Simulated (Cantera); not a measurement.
A Cantera script and what it prints.

```python
import numpy as np
import cantera as ct

gas_names = """
    AL ALCL ALCL2 ALCL3 ALH ALN AL2 AL2CL6 CL CL2 H HCL H2 N NH NH2 NH3 N2 N2H2 N2H4
""".split()
cond_names = """
    AL(cr) AL(L) ALCL3(s) ALCL3(L) ALN(s) NH4CL(a) NH4CL(b)
""".split()


# ... load() reads the species with a 1 bar reference pressure and builds the phases ...
atoms = {
    'AlN': {'AL': 1, 'N': 1},
    'HCl': {'H': 1, 'CL': 1},
}
top_T = {'ALN(s)': 2750}  # K; cautious upper limits of use, not melting points


# ... equilibrate(T, P, feed) seeds the gas with the atoms and calls Mixture.equilibrate('TP', solver="vcs", rtol=1e-11, max_steps=5000) ...
results = []
feed = {'AlN': 1, 'HCl': 0.078}  # mol
T = 998  # K
P = 10000  # Pa
mix = equilibrate(T, P, feed)
results.append((T, P, feed, dict(zip(mix.species_names, mix.species_moles))))
print(gas.report(threshold=0.001))
for i in range(1, mix.n_phases):
    print(f"{mix.phase(i).name:16s} {mix.phase_moles(i):12.5e} mol")
```

Result:

```
       temperature   998 K
          pressure   10000 Pa
           density   0.05811 kg/m^3
  mean mol. weight   48.218 kg/kmol
   phase of matter   gas

                          1 kg             1 kmol
                     ---------------   ---------------
          enthalpy       -3.1061e+06       -1.4977e+08  J
   internal energy       -3.2781e+06       -1.5807e+08  J
           entropy            5857.5        2.8244e+05  J/K
    Gibbs function       -8.9518e+06       -4.3164e+08  J
 heat capacity c_p            944.63             45549  J/K
 heat capacity c_v             772.2             37234  J/K

                      mass frac. Y      mole frac. X     chem. pot. / RT
                     ---------------   ---------------   ---------------
             ALCL3           0.78674           0.28452           -116.53
               HCL            0.1076           0.14231            -39.65
                H2          0.017947           0.42925           -20.649
                N2           0.08313           0.14308           -29.103
     [  +16 minor]         0.0045856        0.00083652

AL(L)             0.00000e+00 mol
ALCL3(L)          0.00000e+00 mol
ALN(s)            9.77697e-01 mol
```

Cantera equilibrium calculation (NASA polynomials, part measured and part estimated; ideal gas, pure solids and liquids).
